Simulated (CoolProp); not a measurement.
o-xylene at several states: Z from the reference equation and from simpler models built on Tc = 357.1 °C, pc = 37.37 bar, ω = 0.312; each cubic takes its own stable root.

Values from CoolProp's reference Helmholtz-energy equation of state, Zhou 2012.

```csv
T (°C),p (bar),phase,reference
35.25,0.215,liquid,0.001026
148.15,54.1,liquid,0.2119
298.15,1.36,gas,0.9809
```

How far does each simpler model (van der Waals, Soave-Redlich-Kwong, Peng-Robinson) lie from the reference over these 3 states: mean and median of the absolute difference, and the worst?


- van der Waals: mean 32195.4 %, median 67.6 %, worst +96517.9 % at 35.25 °C and 0.215 bar
- Soave-Redlich-Kwong: mean 8.8 %, median 12.3 %, worst +13.9 % at 35.25 °C and 0.215 bar
- Peng-Robinson: mean 0.6 %, median 0.4 %, worst +1.4 % at 35.25 °C and 0.215 bar

At some of these states van der Waals gives the other phase, because its saturation line lies elsewhere.
